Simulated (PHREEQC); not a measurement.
# Geothermal or formation water (model solution)

Synthetic water in mmol/kgw, 65 °C, pH 6.57:

| constituent | mmol/kgw |
|---|---|
| Na | 190 |
| K | 0.22 |
| Ca | 2.66 |
| Mg | 20.8 |
| Cl | 229 |
| S(6) | 3 |
| Alkalinity (meq/kgw) | 0.00845 |

Cl is adjusted to close the charge balance.
Valence states are taken as typed.

Computed with PHREEQC (Pitzer model, pitzer.dat).

Each row changes one thing in this solution. Precipitation was switched off in this run.

| case | HCO3- (mol/kgw) | CO2 (mol/kgw) | MgOH+ (mol/kgw) | HSO4- (mol/kgw) | MgCO3 (mol/kgw) | CO3-2 (mol/kgw) | SI of Gypsum (CaSO4:2H2O) | SI of Halite (NaCl) |
|---|---|---|---|---|---|---|---|---|
| as made | 7.32e-6 | 2.56e-6 | 7.59e-7 | 5.46e-8 | 1.16e-8 | 8.56e-9 | -1.81 | -3.28 |
| temperature from 65 to 70 °C at the same typed pH | 6.83e-6 | 2.42e-6 | 1.05e-6 | 6.28e-8 | 1.15e-8 | 8.16e-9 | -1.80 | -3.28 |
| pH from 6.57 to 6.07 at the same alkalinity | 9.26e-6 | 1.03e-5 | 2.40e-7 | 1.73e-7 | 4.63e-9 | 3.43e-9 | -1.81 | -3.28 |
| K from 0.22 to 0.66 mmol/kgw | 7.32e-6 | 2.56e-6 | 7.58e-7 | 5.46e-8 | 1.16e-8 | 8.57e-9 | -1.81 | -3.28 |
| K from 0.22 to 0.11 mmol/kgw | 7.32e-6 | 2.56e-6 | 7.59e-7 | 5.46e-8 | 1.16e-8 | 8.56e-9 | -1.81 | -3.28 |

Complexes and solids missing from the database can't appear. At this temperature some constants are extrapolated from 25 °C, and those without enthalpy data are left unchanged.
